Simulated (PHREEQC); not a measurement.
Alkaline etch or developer (model solution)

Solution (25 °C): 0.00099 mol NH3, 0.00096 mol CO2 and 0.029 mol Na2CO3 per kg of water. Closed to the air; pH follows from the charge balance.

Computed with PHREEQC (ion-association model, phreeqc.dat).

No solid was allowed to form.

**Question.** Predict the pH, ionic strength.

**Answer.** pH 10.89; ionic strength 0.0695 mol/kgw.

**Question.** In which forms is Na present?

**Answer.** Na+ 86 %, NaCO3- 13 % of the Na.
